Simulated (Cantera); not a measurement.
Feed: 1 mol CH₃F, 0.1 mol HCl, 0.63 mol H₂, at 0.0590 bar.

Cantera equilibrium calculation (NASA polynomials, part measured and part estimated; ideal gas, pure solids and liquids). Candidate condensed phases: C, C₆H₆, C₇H₈, C₈H₁₈; 135 gas species. Ions and electrons are included (thermal ionisation). The numbers say what is thermodynamically allowed, not how fast it happens. All values below are at 3727 °C.

Base state: H 0.670, F 0.103, C 0.0990, HF 0.0661, Cl 0.0170, C₂ 0.0154, C₃ 0.0118, H₂ 0.0104 (mole fractions); condensed: gas only.

What changes in the equilibrium state with this change: CH₃F replaced by c-C₄F₈?


```
species             before     after
----------------  --------  --------
F                    0.103     0.619
C                   0.0990     0.142
H                    0.670    0.0751
H₂                  0.0104  0.000131
CF                 0.00508    0.0437
C₃                  0.0118    0.0345
C₂                  0.0154    0.0316
Cl                  0.0170   0.00882
HF                  0.0661    0.0446
CF₂                8.44e-6  0.000437
C₂H₂ (acetylene)   4.94e-5   1.27e-6
HCl               0.000406   2.36e-5
```
The feed counts by its element totals alone.
